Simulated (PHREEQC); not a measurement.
Ultrapure water in contact with air or piping (model solution)

A made-up water analysis in mg/kgw, 25 °C, pH 5.71, pe 9.6: Na 0.0107; K 0.00362; Ca 0.00868; Mg 0.00692; Cl 0.0117; S(6) as SO4 0.01; Alkalinity as HCO3 0.0595; Zn 3.45e-05; Ni 1.22e-05; Sr 0.000907; F 8.45e-05; N(5) as NO3 0.00256; Si as SiO2 0.000127.

Cl is adjusted to close the charge balance.
Valence states are taken as typed.

Model: ion-association model, wateq4f.dat, run in PHREEQC.

Each row changes one thing in this solution. This is a speciation only: nothing precipitates in the calculation.

```csv
case,ionic strength (mol/kgw),CO2 (mol/kgw),HCO3- (mol/kgw),CO3-2 (mol/kgw),SI of Quartz (SiO2)
as made,4.15e-6,1.28e-5,2.92e-6,7.08e-11,-4.69
pH from 5.71 to 6.01 at the same alkalinity,3.18e-6,(withheld),1.94e-6,9.39e-11,-4.69
all concentrations times 4 at the same typed pH,(withheld),2.56e-5,5.85e-6,1.42e-10,-4.09
F from 8.45e-05 to 4.22e-05 mg/kgw,4.15e-6,1.28e-5,2.92e-6,7.08e-11,-4.69
```

What belongs in the gaps?


- pH from 5.71 to 6.01 at the same alkalinity, CO2 (mol/kgw): 4.26e-6
- all concentrations times 4 at the same typed pH, ionic strength (mol/kgw): 1.08e-5

SiF6-2 is the database's only silicon fluoride.
